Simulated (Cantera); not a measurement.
An isothermal, constant-pressure homogeneous reactor starts with 37.0 % NH₃, 63.0 % N₂, at 1875 K and 0.0799 atm.

Detailed kinetics in Cantera: the gas-phase N/H chemistry of the illustrative SiF4/NH3 mechanism in the Surface Chemkin manual (1991). Walls and surfaces, which speed up NH3 decomposition in real reactors, are not modelled.

x: mole fraction; the columns are a selection and need not sum to one.

| t (s) | x NH₃ | x NH | x H₂ | x N₂ | x N₂H₄ | x N₂H₂ | x N |
|---|---|---|---|---|---|---|---|
| 4.00e-5 | 0.370 | 2.79e-10 | 2.83e-6 | 0.630 | 3.28e-12 | 7.01e-11 | <1e-12 |
| 0.000100 | 0.370 | 2.34e-9 | 7.29e-6 | 0.630 | 2.28e-11 | 6.91e-10 | <1e-12 |
| 0.000250 | 0.370 | 2.11e-8 | 1.85e-5 | 0.630 | 1.49e-10 | 5.49e-9 | 1.07e-11 |
| 0.000626 | 0.370 | 1.68e-7 | 4.77e-5 | 0.630 | 9.36e-10 | 4.10e-8 | 1.74e-10 |
| 0.00157 | 0.370 | 8.56e-7 | 0.000141 | 0.630 | 5.57e-9 | 2.89e-7 | 1.11e-9 |
| 0.00392 | 0.369 | ___ | ___ | 0.629 | ___ | ___ | ___ |
| 0.00980 | 0.368 | 3.35e-6 | 0.00270 | 0.629 | 3.19e-8 | 1.93e-6 | 1.63e-8 |
| 0.0245 | 0.362 | 3.86e-6 | 0.00824 | 0.629 | 2.95e-8 | 1.91e-6 | 4.34e-8 |
| 0.0613 | 0.350 | 4.63e-6 | 0.0218 | 0.628 | 2.52e-8 | 1.82e-6 | 1.08e-7 |
| 0.153 | 0.321 | 5.40e-6 | 0.0532 | 0.625 | 1.97e-8 | 1.61e-6 | 2.17e-7 |
| 0.383 | 0.262 | 5.65e-6 | 0.118 | 0.619 | 1.35e-8 | 1.22e-6 | 3.25e-7 |
| 0.959 | ___ | ___ | ___ | 0.610 | ___ | ___ | 3.87e-7 |
| 2.40 | 0.0634 | 3.60e-6 | 0.336 | 0.600 | 1.75e-9 | 1.99e-7 | 3.92e-7 |
| 6.00 | 0.00948 | 1.75e-6 | 0.395 | 0.595 | 1.23e-10 | 2.07e-8 | 3.50e-7 |

Task: Complete the blanks.

Result: 
- 0.00392, x NH: 2.42e-6
- 0.00392, x H₂: 0.000620
- 0.00392, x N₂H₄: 2.25e-8
- 0.00392, x N₂H₂: 1.30e-6
- 0.00392, x N: 5.00e-9
- 0.959, x NH₃: 0.165
- 0.959, x NH: 5.07e-6
- 0.959, x H₂: 0.224
- 0.959, x N₂H₄: 6.79e-9
- 0.959, x N₂H₂: 6.63e-7
